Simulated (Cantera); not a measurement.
Input: 1 mol Cu, 4.7 mol F₂, 1.1 mol H₂, equilibrated at 975 K.

Cantera equilibrium calculation (NASA polynomials, part measured and part estimated; ideal gas, pure solids and liquids). Candidate condensed phases: Cu, CuF₂; 15 gas species. Rates play no part.

x: gas mole fraction; n: condensed amount in mol.

| P (Pa) | x F | x F₂ | x HF | x CuF₂ | x H₂F₂ | x CuF | n CuF₂(s) |
|---|---|---|---|---|---|---|---|
| 1 | 0.618 | 0.000660 | 0.262 | 0.119 | 2.96e-11 | 5.14e-8 | [?] |
| 5.20 | 0.624 | 0.00349 | 0.267 | 0.106 | 1.60e-10 | 8.69e-9 | [?] |
| 27 | 0.662 | 0.0204 | 0.297 | 0.0204 | 1.03e-9 | 3.04e-10 | [?] |
| 140 | 0.591 | 0.0843 | 0.321 | 0.00393 | 6.22e-9 | 1.27e-11 | 0.973 |
| 720 | 0.419 | 0.218 | 0.362 | 0.000763 | 4.06e-8 | <1e-12 | 0.995 |
| 3700 | 0.237 | 0.359 | 0.404 | 0.000149 | 2.60e-7 | <1e-12 | 0.999 |
| 19000 | 0.117 | 0.451 | 0.431 | 2.89e-5 | 1.52e-6 | <1e-12 | 1.000 |
| 100000 | 0.0538 | 0.500 | 0.446 | 5.50e-6 | 8.57e-6 | <1e-12 | 1.000 |

Task: Complete the blanks.

Result: 
- 1, n CuF₂(s): 0
- 5.20, n CuF₂(s): 0.129
- 27, n CuF₂(s): 0.849
